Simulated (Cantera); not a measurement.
Input: 1 mol C2H6, 0.44 mol NH3, at 2223.15 K and 89.0 Pa.

Cantera equilibrium calculation (NASA polynomials, part measured and part estimated; ideal gas, pure solids and liquids). Equilibrium is a limit: real reactors are often held back by kinetics, nucleation or transport.

```tsv
species	before	after
H2	0.756	0.940
N2	0.0480	0.0563
H	0.187	0.00295
C2H	2.00e-5	<1e-9
CN	5.68e-5	1.74e-8
C2H2 (acetylene)	0.00220	4.29e-5
HNC	0.000506	1.67e-5
HCN	0.00619	0.000636
C(graphite), mol	1.95	2.00
```
Gas species are given as mole fractions.

Question: What was changed between the two runs?
A) NH3 from 0.44 to 0.016 mol
B) temperature from 2223.15 K to 1650 K
C) NH3 from 0.44 to 0.15 mol
D) NH3 from 0.44 to 0.16 mol

Answer: B, temperature from 2223.15 K to 1650 K
